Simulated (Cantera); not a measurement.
What does this Cantera script print?

```python
import numpy as np
import cantera as ct

gas_names = [...]  # 151 gases of nasa_gas.yaml made of C, H, N, O, Si
cond_names = """
    C(gr) C6H6(L) C7H8(L) C8H18(L),n-octa H2O(s) H2O(L) Si(cr) Si(L) SiC(b) SiO2(Lqz) SiO2(hqz) SiO2(L)
    Si2N2O(s) Si3N4(a)
""".split()


# ... load() reads the species with a 1 bar reference pressure and builds the phases ...
atoms = {
    'Si3N4': {'Si': 3, 'N': 4},
    'CO2': {'C': 1, 'O': 2},
    'H2': {'H': 2},
}
top_T = {'C(gr)': 4500, 'SiC(b)': 3050, 'Si2N2O(s)': 2100, 'Si3N4(a)': 2400}  # K; cautious upper limits of use, not melting points


# ... equilibrate(T, P, feed) seeds the gas with the atoms and calls Mixture.equilibrate('TP', solver="vcs", rtol=1e-11, max_steps=5000) ...
results = []
T = 1598.15  # K
P = 0.28  # Pa
for m in [110, 130, 150, 170, 190, 220, 250, 280, 320, 370, 420, 480]:
    feed = {'Si3N4': 1, 'CO2': 0.019, 'H2': m}  # mol
    mix = equilibrate(T, P, feed)
    results.append((T, P, feed, dict(zip(mix.species_names, mix.species_moles))))

top = {s: max(r[3][s] / sum(r[3][g] for g in gas_names) for r in results) for s in gas_names}
cols = sorted((s for s in top if top[s] > 0.001), key=lambda s: -top[s])[:7]
seen = [c for c in cond_names if any(r[3].get(c, 0) > 1e-12 for r in results)]
print("log10 of partial pressures in bar; condensed amounts in mol")
print(f"{'n(H2)':>10s}" + "".join(f"{s[:9]:>10s}" for s in cols + seen))
for T, P, feed, n in results:
    ng = sum(n[g] for g in gas_names)
    print(f"{feed['H2']:10.4g}" + "".join(f"{np.log10(max(n[s] / ng * P / 1e5, 1e-99)):10.3f}" for s in cols)
          + "".join(f"{n.get(c, 0):10.4g}" for c in seen))
```

It prints:

```
log10 of partial pressures in bar; condensed amounts in mol
     n(H2)        H2         H        Si        N2    SiC(b)
       110    -5.586    -7.066    -7.156    -7.319  0.007006
       130    -5.583    -7.065    -7.225    -7.389  0.006042
       150    -5.581    -7.064    -7.284    -7.449  0.004987
       170    -5.579    -7.063    -7.337    -7.502  0.003857
       190    -5.578    -7.062    -7.383    -7.549  0.002669
       220    -5.576    -7.061    -7.445    -7.611 0.0008107
       250    -5.575    -7.061    -7.498    -7.665         0
       280    -5.574    -7.060    -7.546    -7.714         0
       320    -5.573    -7.060    -7.603    -7.771         0
       370    -5.573    -7.059    -7.664    -7.833         0
       420    -5.572    -7.059    -7.718    -7.887         0
       480    -5.571    -7.059    -7.775    -7.945         0
```

Cantera equilibrium calculation (NASA polynomials, part measured and part estimated; ideal gas, pure solids and liquids).
